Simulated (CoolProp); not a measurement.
Vapour-liquid equilibrium of m-xylene (1) + o-xylene (2) at 127 kPa; x and y are mole fractions of (1).

Model: multi-fluid Helmholtz-energy mixture model, Zhou 2012 and Zhou 2012; pair parameters Bell 2016, in CoolProp.

**Question.** Give the bubble temperature and the first vapour's composition at x = 0.2, 0.8, 0.95. Is there an azeotrope?

**Answer.** x = 0.2: 152.0 °C, y = 0.221; x = 0.8: 148.7 °C, y = 0.820; x = 0.95: 147.9 °C, y = 0.955. No azeotrope shows between x = 0.05 and 0.95.

The pair parameters rest on a limited set of measurements; away from them the model extrapolates.
